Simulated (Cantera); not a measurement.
Input: 1 mol Si, 3.9 mol HCl, 17 mol H2, equilibrated at 1448 K and 100000 Pa.

These are equilibrium values from Cantera (NASA tables, ideal gas, pure condensed phases), not measurements of a reactor. Candidate condensed phases: Si; 19 gas species. The tables' values for SiCl3 are old estimates; treat these amounts as uncertain. Rates play no part.

Base state: H2 0.879, HCl 0.0784, SiCl2 0.0215, SiCl4 0.00688, SiHCl3 0.00660, SiCl3 0.00635, SiH2Cl2 0.000978, SiH3Cl 4.22e-5 (mole fractions); condensed: Si(s).

Q: What changes in the equilibrium state with this change: Si replaced by SiCl4?

A: 
| species | before | after |
|---|---|---|
| H2 | 0.879 | 0.747 |
| HCl | 0.0784 | 0.208 |
| SiCl4 | 0.00688 | 0.0223 |
| SiCl2 | 0.0215 | 0.00847 |
| SiH3Cl | 4.22e-5 | 4.52e-6 |
| SiH2Cl2 | 0.000978 | 0.000327 |
| SiCl3 | 0.00635 | 0.00717 |
| Si(s), mol | 0.129 | 0 |
